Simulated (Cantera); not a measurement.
A diamond (100) surface in a fixed gas of H2 with x(CH4) = 0.005, x(H) = 0.0044, at 1325 K, 20.3 Torr; coverages are run to steady state.

Cantera simulation using the Harris–Goodwin 1993 mechanism for the reconstructed diamond (100) surface; the numbers are that mechanism's predictions, not measurements.

One state of this run: growth (µm/h) = 0.0530; θ c6HH = 0.376; θ c6H* = 0.0514; θ c6*H = 0.527; θ c6** = 0.0454; θ c6HM = 9.25e-6. θ: site fractions in the mechanism's names (c6HH fully hydrogenated, c6H* and c6*H radical sites, c6** diradical, c6HM methylated).

Problem. Which value of x(CH3) does it belong to?
A) 1.2e-05
B) 2.3e-06
C) 0.00014
D) 6e-05

Solution. A, 1.2e-05
